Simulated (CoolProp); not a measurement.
Vapour-liquid equilibrium of R22 (1) + n-hexane (2) at 57.95 °C; x and y are mole fractions of (1).

Computed with CoolProp (multi-fluid Helmholtz-energy mixture model, Kamei 1995 and Thol 2019; pair parameters Bell 2016).

Give the bubble pressure and the first vapour's composition at x = 0.05, 0.5, 0.8. Is there an azeotrope?

x = 0.05: 0.2050 MPa, y = 0.652; x = 0.5: 1.232 MPa, y = 0.949; x = 0.8: 1.804 MPa, y = 0.977. No azeotrope shows between x = 0.05 and 0.95.

The pair parameters rest on a limited set of measurements; away from them the model extrapolates. The gap from Raoult's law changes sign with composition, which may be real or a fault of the pair parameters; it wasn't checked against measurements.
